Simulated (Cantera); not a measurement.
What does this Cantera script print?

```python
import numpy as np
import cantera as ct

gas_names = """
    CL CL2 H HCL H2 Si SiCL SiCL2 SiCL3 SiCL4 SiH SiHCL3 SiH2 SiH2CL2 SiH3 SiH3CL SiH4 Si2 Si3
""".split()
cond_names = """
    Si(cr) Si(L)
""".split()


def load(file, names, dense=False):
    # The tables refer to 1 bar. Condensed volumes are neglected.
    table = {s.name: s for s in ct.Species.list_from_file(file)}
    out = []
    for n in names:
        d = dict(table[n].input_data)
        d["thermo"] = dict(d["thermo"], **{"reference-pressure": 1e5})
        if dense:
            d["equation-of-state"] = {"model": "constant-volume", "density": "1e6 g/cm^3"}
        out.append(ct.Species.from_dict(d))
    return out


gas = ct.Solution(thermo="ideal-gas", species=load("nasa_gas.yaml", gas_names))
cond = {s.name: ct.Solution(thermo="fixed-stoichiometry", species=[s], name=s.name)
        for s in load("nasa_condensed.yaml", cond_names, dense=True)}
atoms = {
    'Si': {'Si': 1},
    'Cl2': {'CL': 2},
    'H2': {'H': 2},
}
top_T = {}  # K; cautious upper limits of use, not melting points


def equilibrate(T, P, feed):
    n = {}
    for name, mol in feed.items():
        for a, k in atoms[name].items():
            n[a] = n.get(a, 0.0) + k * mol
    gas.TPX = T, P, n
    mass = sum(n.values()) * gas.mean_molecular_weight
    gas.equilibrate("TP")
    valid = [c for c in cond.values() if c.min_temp <= T <= top_T.get(c.name, c.max_temp)]
    mix = ct.Mixture([(gas, mass / gas.mean_molecular_weight)] + [(c, 0.0) for c in valid])
    mix.T, mix.P = T, P
    mix.equilibrate("TP", solver="vcs", rtol=1e-11, max_steps=5000)
    return mix


results = []
feed = {'Si': 1, 'Cl2': 0.67, 'H2': 1.9}  # mol
P = 100000  # Pa
for T in [500, 600, 700, 800, 900, 1000, 1100, 1200, 1300]:
    mix = equilibrate(T, P, feed)
    results.append((T, P, feed, dict(zip(mix.species_names, mix.species_moles))))
    x = sorted(zip(gas.X, gas.species_names), reverse=True)
    print(f"T = {T:g} K  P = {P:g} Pa  gas = {mix.phase_moles(0):.4g} mol")
    print("   x: " + "  ".join(f"{s} {v:.3e}" for v, s in x if v > 1e-05))
    print("   condensed (mol): " + ("  ".join(f"{mix.phase(i).name} {mix.phase_moles(i):.4g}"
          for i in range(1, mix.n_phases) if mix.phase_moles(i) > 1e-12) or "none"))
```

Result:

```
T = 500 K  P = 100000 Pa  gas = 2.196 mol
   x: H2 8.298e-01  SiCL4 1.011e-01  SiHCL3 6.749e-02  SiH2CL2 1.546e-03
   condensed (mol): Si(cr) 0.6262
T = 600 K  P = 100000 Pa  gas = 2.197 mol
   x: H2 8.303e-01  SiCL4 1.028e-01  SiHCL3 6.483e-02  SiH2CL2 2.049e-03  HCL 3.620e-05  SiH3CL 1.264e-05
   condensed (mol): Si(cr) 0.6271
T = 700 K  P = 100000 Pa  gas = 2.198 mol
   x: H2 8.306e-01  SiCL4 1.044e-01  SiHCL3 6.221e-02  SiH2CL2 2.439e-03  HCL 2.850e-04  SiH3CL 2.050e-05
   condensed (mol): Si(cr) 0.6282
T = 800 K  P = 100000 Pa  gas = 2.2 mol
   x: H2 8.304e-01  SiCL4 1.057e-01  SiHCL3 5.981e-02  SiH2CL2 2.735e-03  HCL 1.326e-03  SiCL3 4.546e-05  SiH3CL 2.882e-05
   condensed (mol): Si(cr) 0.6298
T = 900 K  P = 100000 Pa  gas = 2.203 mol
   x: H2 8.287e-01  SiCL4 1.062e-01  SiHCL3 5.750e-02  HCL 4.347e-03  SiH2CL2 2.953e-03  SiCL3 2.627e-04  SiH3CL 3.699e-05  SiCL2 3.098e-05
   condensed (mol): Si(cr) 0.6322
T = 1000 K  P = 100000 Pa  gas = 2.208 mol
   x: H2 8.242e-01  SiCL4 1.052e-01  SiHCL3 5.495e-02  HCL 1.112e-02  SiH2CL2 3.095e-03  SiCL3 1.053e-03  SiCL2 2.552e-04  SiH3CL 4.450e-05
   condensed (mol): Si(cr) 0.6365
T = 1100 K  P = 100000 Pa  gas = 2.219 mol
   x: H2 8.153e-01  SiCL4 1.016e-01  SiHCL3 5.164e-02  HCL 2.367e-02  SiCL3 3.196e-03  SiH2CL2 3.145e-03  SiCL2 1.399e-03  SiH3CL 5.077e-05
   condensed (mol): Si(cr) 0.6426
T = 1200 K  P = 100000 Pa  gas = 2.24 mol
   x: H2 7.999e-01  SiCL4 9.346e-02  SiHCL3 4.680e-02  HCL 4.346e-02  SiCL3 7.707e-03  SiCL2 5.574e-03  SiH2CL2 3.067e-03  SiH3CL 5.501e-05
   condensed (mol): Si(cr) 0.649
T = 1300 K  P = 100000 Pa  gas = 2.277 mol
   x: H2 7.766e-01  SiCL4 7.869e-02  HCL 7.026e-02  SiHCL3 3.964e-02  SiCL2 1.695e-02  SiCL3 1.499e-02  SiH2CL2 2.816e-03  SiH3CL 5.624e-05
   condensed (mol): Si(cr) 0.6513
```

These are equilibrium values from Cantera (NASA tables, ideal gas, pure condensed phases), not measurements of a reactor. The tables' values for SiCl3 are old estimates; treat these amounts as uncertain.
